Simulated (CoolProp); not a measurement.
Vapour-liquid equilibrium of R152A (1) + n-butane (2) at 312.9 K; x and y are mole fractions of (1).

Computed with CoolProp (multi-fluid Helmholtz-energy mixture model, Outcalt 1996 and Bücker 2006; pair parameters Bell 2016).

Give the bubble pressure and the first vapour's composition at x = 0.35, 0.5, 0.65. Is there an azeotrope?

x = 0.35: 800.1 kPa, y = 0.605; x = 0.5: 863.8 kPa, y = 0.671; x = 0.65: 905.9 kPa, y = 0.735. y crosses x between x = 0.8 and 0.95: the model has an azeotrope there.

The pair parameters rest on a limited set of measurements; away from them the model extrapolates.
